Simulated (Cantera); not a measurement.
**Moist CO burnout**

A perfectly stirred reactor is fed with CO : O2 : H2O : N2 = 0.0049 : 0.044 : 0.00067 : 1 (molar parts), at 5.00 bar; it is held at 1450 K, and followed from long to short residence time.

Detailed kinetics in Cantera: GRI-Mech 3.0 (53 species, 325 reactions).

```
τ (s)       x CO    x O2     x H2O     x NO    x NO2    x H2O2
------  --------  ------  --------  -------  -------  --------
6.9      1.05e-5  0.0397  0.000638  3.54e-6  7.67e-8  2.78e-10
2.4      2.29e-5  0.0397  0.000637  3.72e-6  1.06e-7  4.74e-10
0.81     5.10e-5  0.0397  0.000636  4.02e-6  1.43e-7  8.29e-10
0.28    0.000111  0.0397  0.000635  4.28e-6  1.73e-7   1.45e-9
0.094   0.000243  0.0398  0.000633  4.21e-6  1.78e-7   2.61e-9
0.032   0.000510  0.0399  0.000630  3.51e-6  1.44e-7   4.70e-9
0.011    0.00101  0.0401  0.000627  2.34e-6  8.86e-8   8.14e-9
0.0037   0.00185  0.0405  0.000622  1.14e-6  3.91e-8   1.29e-8
0.0013   0.00290  0.0410  0.000619  3.87e-7  1.21e-8   1.69e-8
```
x: mole fraction; the columns are a selection and need not sum to one.
